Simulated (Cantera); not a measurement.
An adiabatic, constant-volume homogeneous reactor starts with CH₄ : H₂ : O₂ : N₂ = 1 : 0.38 : 0.995 : 3.74 (molar parts), equivalence ratio 2.2, at 1448 K and 750 Torr. Integrator tolerance rtol = 1e-08.

Detailed kinetics in Cantera: GRI-Mech 3.0 (53 species, 325 reactions).

```
quantity                                                              before                                      after
---------------------------------  -----------------------------------------  -----------------------------------------
time of steepest temperature rise                                   0.626 ms                                   0.707 ms
temperature at 2.00 s                                                 2665 K                                     2417 K
equilibrium temperature                                               2665 K                                     2417 K
x(CH₄) at 2.00 s                   6.52e-11 (gas-phase equilibrium 7.33e-11)  3.92e-11 (gas-phase equilibrium 4.43e-11)
x(H₂) at 2.00 s                          0.199 (gas-phase equilibrium 0.199)        0.204 (gas-phase equilibrium 0.204)
x(O₂) at 2.00 s                      2.84e-5 (gas-phase equilibrium 2.84e-5)    5.78e-6 (gas-phase equilibrium 5.78e-6)
x(CH₂) at 2.00 s                   1.14e-11 (gas-phase equilibrium 1.24e-11)  1.69e-12 (gas-phase equilibrium 1.87e-12)
x(H₂O₂) at 2.00 s                    9.49e-9 (gas-phase equilibrium 9.49e-9)    1.75e-9 (gas-phase equilibrium 1.75e-9)
x(C₂H) at 2.00 s                       <1e-12 (gas-phase equilibrium <1e-12)      <1e-12 (gas-phase equilibrium <1e-12)
x(HCN) at 2.00 s                     2.97e-7 (gas-phase equilibrium 2.97e-7)    1.43e-7 (gas-phase equilibrium 1.43e-7)
```

Problem. Name the change that produced these shifts.
A. pressure from 750 Torr to 7500 Torr
B. pressure from 750 Torr to 3150 Torr
C. constant pressure in place of constant volume
D. initial temperature 1448 to 1200 K

Solution. C, constant pressure in place of constant volume
